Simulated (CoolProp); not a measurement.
Values from CoolProp's reference Helmholtz-energy equation of state, Lemmon 2006. It is a short technical equation, of lower accuracy than the large ones.

Q: For C3F8 (R218), give the phase and the cp (kJ/(kg K)), speed of sound (m/s), Joule-Thomson coefficient (K/MPa) at 307.7 K and 0.0371 MPa; 382.3 K and 0.502 MPa; 250 K and 0.218 MPa.

A: 
- 307.7 K and 0.0371 MPa: gas; cp 0.805, speed of sound 119, Joule-Thomson coefficient 11.1
- 382.3 K and 0.502 MPa: gas; cp 0.923, speed of sound 128, Joule-Thomson coefficient 6.19
- 250 K and 0.218 MPa: liquid; cp 1.01, speed of sound 483, Joule-Thomson coefficient -0.210
